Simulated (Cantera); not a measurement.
Feed: 1 mol SiH2Cl2, 0.042 mol HCl, 7.7 mol H2, equilibrated at 1225 K and 16000 Pa.

Cantera equilibrium calculation (NASA polynomials, part measured and part estimated; ideal gas, pure solids and liquids). Candidate condensed phases: Si; 19 gas species. The tables' values for SiCl3 are old estimates; treat these amounts as uncertain. The numbers say what is thermodynamically allowed, not how fast it happens.

Base state: H2 0.893, HCl 0.0587, SiCl4 0.0226, SiHCl3 0.0107, SiCl2 0.00943, SiCl3 0.00520, SiH2Cl2 0.000679, SiH3Cl 1.18e-5 (mole fractions); condensed: Si(s).

Question: What changes in the equilibrium state with this change: HCl from 0.042 to 1 mol?

Answer: 
```
species       before     after
----------  --------  --------
H2             0.893     0.866
HCl           0.0587    0.0646
SiCl4         0.0226    0.0351
SiHCl3        0.0107    0.0147
SiCl2        0.00943    0.0117
SiCl3        0.00520   0.00721
SiH2Cl2     0.000679  0.000820
SiH3Cl       1.18e-5   1.26e-5
Si(s), mol     0.543     0.294
```
